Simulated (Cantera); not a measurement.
A freely propagating, adiabatic, planar premixed flame of CH₃OH : O₂ : N₂ = 1 : 1.9 : 5.89 (molar parts), equivalence ratio 0.79, unburnt at 350 K and 0.740 bar; mixture-averaged transport, grid criteria slope 0.08 and curve 0.16, no radiation.

Detailed kinetics in Cantera: GRI-Mech 3.0 (53 species, 325 reactions). GRI-Mech 3.0 was tuned for natural gas; its chemistry of methanol as a main component is partial and can be far from experiment. Burning velocities carry a grid error of a few per cent, more on coarse grids.

### Question
Predict: laminar burning velocity; thermal thickness; peak x(HCO); peak x(CH₂); peak x(O).

### Answer
```json
{
  "laminar_burning_velocity": "50.6 cm/s",
  "thermal_thickness": "0.451 mm",
  "peak x(HCO)": "0.000149",
  "peak x(CH₂)": "3.42e-6",
  "peak x(O)": "0.00533"
}
```
